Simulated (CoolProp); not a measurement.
Saturation properties of propylene (Tc = 364.2 K, pc = 4555 kPa, ω = 0.146).

Values from CoolProp's reference Helmholtz-energy equation of state, Lemmon 2013.

| T (K) | p (kPa) | enthalpy of vaporisation (kJ/kg) | vapour Z |
|---|---|---|---|
| 249.9 | 272.2 | 409.9 | 0.9280 |
| 257.9 | 360.0 | 399.4 | 0.9126 |
| 265.8 | 466.0 | 388.4 | 0.8955 |
| 273.8 | 595.5 | 376.6 | 0.8762 |
| 281.8 | 749.9 | 363.9 | 0.8548 |
| 289.7 | 929.5 | 350.5 | 0.8314 |
| 297.7 | 1142 | 335.8 | 0.8053 |
| 305.7 | 1387 | 319.7 | 0.7765 |
| 313.6 | 1665 | 302.3 | 0.7452 |
| 321.6 | 1987 | 282.7 | 0.7099 |
| 329.6 | 2351 | 260.6 | 0.6704 |
| 337.5 | 2758 | 235.3 | 0.6259 |

It boils at 225.5 K under 1 atm.
